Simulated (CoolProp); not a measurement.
Benzene along the isobar 0.839 MPa: fugacity coefficient from the reference equation and from simpler models built on Tc = 288.9 °C, pc = 4.906 MPa, ω = 0.211; each cubic takes its own stable root.

Computed with CoolProp (reference Helmholtz-energy equation of state, Thol 2012).

| T (°C) | phase | reference | van der Waals | Peng-Robinson |
|---|---|---|---|---|
| 20.15 | liquid | 0.01233 | 0.2138 | 0.01331 |
| 26.25 | liquid | 0.01638 | 0.2425 | 0.01749 |
| 32.25 | liquid | 0.02137 | 0.2732 | 0.02260 |
| 38.35 | liquid | 0.02763 | 0.3067 | 0.02897 |
| 44.45 | liquid | 0.03529 | 0.3428 | 0.03673 |
| 50.45 | liquid | 0.04440 | 0.3808 | 0.04592 |
| 56.55 | liquid | 0.05548 | 0.4219 | 0.05704 |
| 62.65 | liquid | 0.06861 | 0.4657 | 0.07020 |
| 68.65 | liquid | 0.08378 | 0.5112 | 0.08536 |
| 74.75 | liquid | 0.1017 | 0.5601 | 0.1033 |
| 80.85 | liquid | 0.1225 | 0.6115 | 0.1239 |
| 86.85 | liquid | 0.1459 | 0.6646 | 0.1472 |
| 92.95 | liquid | 0.1729 | 0.7211 | 0.1741 |
| 99.05 | liquid | 0.2035 | 0.7801 | 0.2046 |
| 105.05 | liquid | 0.2373 | 0.8405 | 0.2382 |
